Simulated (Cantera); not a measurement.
A closed system holds: 1 mol TEOS, 0.75 mol N₂O, 2.5 mol H₂, held at 0.133 bar.

Method: chemical equilibrium by Gibbs-energy minimisation in Cantera with the NASA 1993 tables (ideal gas, pure condensed phases). Candidate condensed phases: C, C₆H₆, C₇H₈, C₈H₁₈, H₂O, Si, SiC, SiO₂, Si₂N₂O, Si₃N₄; 151 gas species. The feed counts by its element totals alone. The tables hold silica as quartz up to 1696 K and as liquid above; real silica turns to tridymite and cristobalite and melts near 1996 K. Kinetics and transport are ignored.

**Question.** Which condensed phases are stable at each of these points (T (K)): 673, 773, 873, 973, 1073, 1173, 1273, 1373, 1473, 1573, 1673, 1773, 1873?

**Answer.** 
```
T (K)              condensed phases  Si condensed (%)
-----  ----------------------------  ----------------
673    C(graphite) + SiO₂(α-quartz)             100.0
773    C(graphite) + SiO₂(α-quartz)             100.0
873    C(graphite) + SiO₂(β-quartz)             100.0
973    C(graphite) + SiO₂(β-quartz)             100.0
1073   C(graphite) + SiO₂(β-quartz)             100.0
1173   C(graphite) + SiO₂(β-quartz)             100.0
1273   C(graphite) + SiO₂(β-quartz)             100.0
1373   C(graphite) + SiO₂(β-quartz)             100.0
1473        C(graphite) + Si₂N₂O(s)              99.9
1573        C(graphite) + Si₂N₂O(s)              99.2
1673           C(graphite) + SiC(s)              98.2
1773           C(graphite) + SiC(s)              97.6
1873           C(graphite) + SiC(s)              96.8
```

From 673 K to 773 K the condensed part is C(graphite) + SiO₂(α-quartz). From 873 K to 1373 K the condensed part is C(graphite) + SiO₂(β-quartz). From 1473 K to 1573 K the condensed part is C(graphite) + Si₂N₂O(s). From 1673 K to 1873 K the condensed part is C(graphite) + SiC(s).
